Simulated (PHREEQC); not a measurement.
Dissolve 0.03 mol NH4Cl and 0.061 mol K2HPO4 per kg of water at 20 °C. Closed to the air; pH follows from the charge balance.

The numbers come from PHREEQC with the ion-association model, wateq4f.dat.

Each row changes one thing in this solution. This is a speciation only: nothing precipitates in the calculation.

```
case                            pH  ionic strength (mol/kgw)  K+ (mol/kgw)  HPO4-2 (mol/kgw)  KHPO4- (mol/kgw)  H2PO4- (mol/kgw)
----------------------------  ----  ------------------------  ------------  ----------------  ----------------  ----------------
as made                       8.32                     0.202         0.118            0.0556           0.00366           0.00177
diluted 100-fold with water   8.44                   0.00207       0.00122          0.000579           1.13e-6           3.02e-5
temperature from 20 to 65 °C  7.67                     0.196         0.119            0.0522           0.00316           0.00561
0.001 mol/kgw KOH added       8.45                     0.203         0.119            0.0559           0.00371           0.00133
NH4Cl left out                9.28                     0.175         0.118            0.0567           0.00393          0.000205
```

H3PO4, which wateq4f.dat lacks, is added to it with the constant of phreeqc.dat. Away from 25 °C the constants follow the database's enthalpies or fits; those with neither stay at their 25 °C values.
